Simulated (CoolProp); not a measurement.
C3F8 (R218) at several states: Z from the reference equation and from simpler models built on Tc = 345.0 K, pc = 2.640 MPa, ω = 0.317; each cubic takes its own stable root.

Values from CoolProp's reference Helmholtz-energy equation of state, Lemmon 2006. It is a short technical equation, of lower accuracy than the large ones.

```csv
T (K),p (MPa),phase,reference
354.3,0.143,gas,0.9837
354,0.454,gas,0.9464
288.6,6.58,liquid,0.3581
```

How far does each simpler model (van der Waals, Redlich-Kwong, Soave-Redlich-Kwong) lie from the reference over these 3 states: mean and median of the absolute difference, and the worst?


- van der Waals: mean 16.1 %, median 0.4 %, worst +47.9 % at 288.6 K and 6.58 MPa
- Redlich-Kwong: mean 3.1 %, median 0.3 %, worst +8.9 % at 288.6 K and 6.58 MPa
- Soave-Redlich-Kwong: mean 1.8 %, median 0.2 %, worst +5.1 % at 288.6 K and 6.58 MPa
